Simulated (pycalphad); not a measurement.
CALPHAD calculation (pycalphad, COST 507 light-alloy database (1999)), 1 atm. The database dates from 1999; later assessments differ in places, in temperatures and in the compounds included. The system is extrapolated from its subsystems; higher-order compounds may be missing.

Molar enthalpy of Al-0.16Cu-1.41Si (at.%) in equilibrium (SER reference):

```csv
T (K),H (kJ/mol),phases
1850,58.16,LIQUID
1775,55.78,LIQUID
1700,53.41,LIQUID
1625,51.03,LIQUID
1550,48.66,LIQUID
1475,46.28,LIQUID
1400,43.91,LIQUID
1325,41.53,LIQUID
1250,39.16,LIQUID
1175,36.78,LIQUID
1100,34.41,LIQUID
1025,32.03,LIQUID
950,29.66,LIQUID
875,17.44,FCC_A1 + LIQUID
800,14.24,FCC_A1 + DIAMOND_A4
725,11.73,FCC_A1 + DIAMOND_A4
650,9.42,FCC_A1 + DIAMOND_A4
575,7.24,FCC_A1 + DIAMOND_A4
500,5.14,FCC_A1 + DIAMOND_A4 + ALCU_THETA
```

Cooling from 950 K to 800 K, across the freezing range, releases 15.4 kJ/mol, or 570 J/g. The slope is 32 J/(mol K) in the liquid and 33 J/(mol K) just below the solidus, where it includes any heat of precipitation. Liquidus 924 K, solidus 846 K. Changes were sought between steps of 75 K, so a narrower field can be missed.

Database names, with the compositions (at.%) that they take in these runs: ALCU_THETA: Al 67 Cu 33. FCC_A1 is fcc; DIAMOND_A4 is diamond (Si).
